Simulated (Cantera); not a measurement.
**SiO₂ + MgCl₂ + O₂ (silicates and aluminates)**

Input: 1 mol SiO₂, a varied amount of MgCl₂, 0.48 mol O₂, equilibrated at 625 °C and 75.0 Torr.

These are equilibrium values from Cantera (NASA tables, ideal gas, pure condensed phases), not measurements of a reactor. Candidate condensed phases: Mg, MgCl₂, MgO, MgSiO₃, Mg₂SiO₄, Si, SiO₂; 20 gas species. Condensed phases not in the tables: alloys, solid solutions and most ternary compounds. Kinetics and transport are ignored.

From 0.34 mol MgCl₂ to 0.8 mol MgCl₂ the condensed part is MgSiO₃(s) + SiO₂(β-quartz). From 1 mol MgCl₂ to 2.4 mol MgCl₂ the condensed part is MgCl₂(s) + MgSiO₃(s) + SiO₂(β-quartz).

```json
[
 {"n(MgCl₂) (mol)": "0.34", "log p Cl₂": "-1.28", "log p O₂": "-1.32", "log p Cl": "-4.79", "log p MgCl₂": "-8.14", "n MgSiO₃(s)": "0.340", "n SiO₂(β-quartz)": "0.660", "n MgCl₂(s)": "0"},
 {"n(MgCl₂) (mol)": "0.42", "log p Cl₂": "-1.22", "log p O₂": "-1.41", "log p Cl": "-4.76", "log p MgCl₂": "-8.03", "n MgSiO₃(s)": "0.420", "n SiO₂(β-quartz)": "0.580", "n MgCl₂(s)": "0"},
 {"n(MgCl₂) (mol)": "0.52", "log p Cl₂": "-1.15", "log p O₂": "-1.53", "log p Cl": "-4.72", "log p MgCl₂": "-7.91", "n MgSiO₃(s)": "0.520", "n SiO₂(β-quartz)": "0.480", "n MgCl₂(s)": "0"},
 {"n(MgCl₂) (mol)": "0.65", "log p Cl₂": "-1.09", "log p O₂": "-1.72", "log p Cl": "-4.69", "log p MgCl₂": "-7.76", "n MgSiO₃(s)": "0.650", "n SiO₂(β-quartz)": "0.350", "n MgCl₂(s)": "0"},
 {"n(MgCl₂) (mol)": "0.8", "log p Cl₂": "-1.04", "log p O₂": "-2.04", "log p Cl": "-4.67", "log p MgCl₂": "-7.54", "n MgSiO₃(s)": "0.800", "n SiO₂(β-quartz)": "0.200", "n MgCl₂(s)": "0"},
 {"n(MgCl₂) (mol)": "1", "log p Cl₂": "-1.00", "log p O₂": "-6.85", "log p Cl": "-4.65", "log p MgCl₂": "-5.10", "n MgSiO₃(s)": "0.960", "n SiO₂(β-quartz)": "0.0400", "n MgCl₂(s)": "0.0399"},
 {"n(MgCl₂) (mol)": "1.2", "log p Cl₂": "-1.00", "log p O₂": "-6.85", "log p Cl": "-4.65", "log p MgCl₂": "-5.10", "n MgSiO₃(s)": "0.960", "n SiO₂(β-quartz)": "0.0400", "n MgCl₂(s)": "0.240"},
 {"n(MgCl₂) (mol)": "1.5", "log p Cl₂": "-1.00", "log p O₂": "-6.85", "log p Cl": "-4.65", "log p MgCl₂": "-5.10", "n MgSiO₃(s)": "0.960", "n SiO₂(β-quartz)": "0.0400", "n MgCl₂(s)": "0.540"},
 {"n(MgCl₂) (mol)": "1.9", "log p Cl₂": "-1.00", "log p O₂": "-6.85", "log p Cl": "-4.65", "log p MgCl₂": "-5.10", "n MgSiO₃(s)": "0.960", "n SiO₂(β-quartz)": "0.0400", "n MgCl₂(s)": "0.940"},
 {"n(MgCl₂) (mol)": "2.4", "log p Cl₂": "-1.00", "log p O₂": "-6.85", "log p Cl": "-4.65", "log p MgCl₂": "-5.10", "n MgSiO₃(s)": "0.960", "n SiO₂(β-quartz)": "0.0400", "n MgCl₂(s)": "1.44"}
]
```
log p: log10 of the partial pressure in bar; n: condensed amount in mol.
